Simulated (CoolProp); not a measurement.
Values from CoolProp's reference Helmholtz-energy equation of state, Zhou 2011.

Problem. Give the vapour pressure (bar), liquid density (kg/m³), enthalpy of vaporisation (kJ/kg), vapour Z of saturated dimethyl carbonate at 449.9, 456.7, 465.7 K.

Solution. 
```json
[
 {"T (K)": "449.9", "p (bar)": "8.75", "liquid density (kg/m³)": "837", "enthalpy of vaporisation (kJ/kg)": "305", "vapour Z": "0.861"},
 {"T (K)": "456.7", "p (bar)": "9.97", "liquid density (kg/m³)": "825", "enthalpy of vaporisation (kJ/kg)": "299", "vapour Z": "0.847"},
 {"T (K)": "465.7", "p (bar)": "11.8", "liquid density (kg/m³)": "808", "enthalpy of vaporisation (kJ/kg)": "289", "vapour Z": "0.828"}
]
```
